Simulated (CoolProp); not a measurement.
The numbers come from the reference Helmholtz-energy equation of state, Lemmon 2005 in CoolProp. It is a short technical equation, of lower accuracy than the large ones.

Task: For cis-2-butene, give the phase and the cp (kJ/(kg K)), cv (kJ/(kg K)) at 126.95 °C and 1.01 bar.

Result: 
- 126.95 °C and 1.01 bar: gas; cp 1.85, cv 1.69
